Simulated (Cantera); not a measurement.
A closed system holds: 1 mol Si2Cl6, 0.6 mol Cl2, a varied amount of N2, held at 5100 Pa.

These are equilibrium values from Cantera (NASA tables, ideal gas, pure condensed phases), not measurements of a reactor. Candidate condensed phases: Si, Si3N4; 13 gas species. The feed counts by its element totals alone. N2 is the only nitrogen source here; it is nearly inert below about 1500 K, so the nitride shown seldom forms there in practice. The tables' values for SiCl3 are old estimates. Equilibrium is a limit: real reactors are often held back by kinetics, nucleation or transport.

Stable condensed phases, one row left out:

```
T in °C \ n(N2) in mol
         6.9 9.4  13  18  24  33  45  62  84 120 160 220
   1377    A   A   A   A   A   A   A   A   A   A   A   A
   1327    A   A   A   A   A   A   A   A   A   A   A   A
   1277    A   A   A   A   A   A   A   A   A   A   A   A
   1227    A   A   A   A   A   A   A   A   A   A   A   A
   1177    A   A   A   A   A   A   A   A   A   A   A   A
   1127    B   B   B   B   B   A   A   A   A   A   A   A
   1077    B   B   B   B   B   B   B   B   B   B   B   A
    977    B   B   B   B   B   B   B   B   B   B   B   B
    927    B   B   B   B   B   B   B   B   B   B   B   B
    877    B   B   B   B   B   B   B   B   B   B   B   B
    827    B   B   B   B   B   B   B   B   B   B   B   B
    777    B   B   B   B   B   B   B   B   B   B   B   B
```

A: gas only; B: Si3N4.

Question: Give the row for 1027 °C.

Answer: 6.9: Si3N4; 9.4: Si3N4; 13: Si3N4; 18: Si3N4; 24: Si3N4; 33: Si3N4; 45: Si3N4; 62: Si3N4; 84: Si3N4; 120: Si3N4; 160: Si3N4; 220: Si3N4.
